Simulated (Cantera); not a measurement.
# Transport properties of process gases

Gas mixture: 29.2 % O2, 70.8 % H2O, at 20.0 Torr, frozen composition.

Cantera's kinetic-theory transport with the Lennard-Jones parameters of GRI-Mech 3.0, ideal gas; thermal conductivity in the multicomponent form. Polar gases are described roughly by these parameters.

| T (K) | ρ (kg/m³) | cp (J/kg/K) | μ (µPa s) | λ (mW/m/K) | Pr | D (cm²/s) NO | D (cm²/s) NH3 | D (cm²/s) C2H2 |
|---|---|---|---|---|---|---|---|---|
| 400 | 0.0177 | 1496 | 17.5 | 37.5 | 0.697 | 14.2 | 13.7 | 11.2 |
| 550 | 0.0129 | 1563 | 23.6 | 53.7 | 0.685 | 25.4 | 25.8 | 20.4 |
| 700 | 0.0101 | 1637 | 29.4 | 70.8 | 0.680 | 38.9 | 41.4 | 31.7 |
| 850 | 0.00834 | 1711 | 35.0 | 88.3 | 0.679 | 54.5 | 59.9 | 44.8 |
| 1000 | 0.00709 | 1784 | 40.4 | 106 | 0.679 | 72.1 | 81.2 | 59.6 |
| 1150 | 0.00616 | 1854 | 45.6 | 124 | 0.679 | 91.6 | 105 | 75.9 |
| 1300 | 0.00545 | 1919 | 50.5 | 143 | 0.679 | 113 | 131 | 93.8 |
| 1450 | 0.00489 | 1979 | 55.3 | 161 | 0.680 | 136 | 160 | 113 |
| 1600 | 0.00443 | 2034 | 59.9 | 179 | 0.680 | 160 | 191 | 134 |
D: mixture-averaged diffusion coefficient of that species in the mixture.
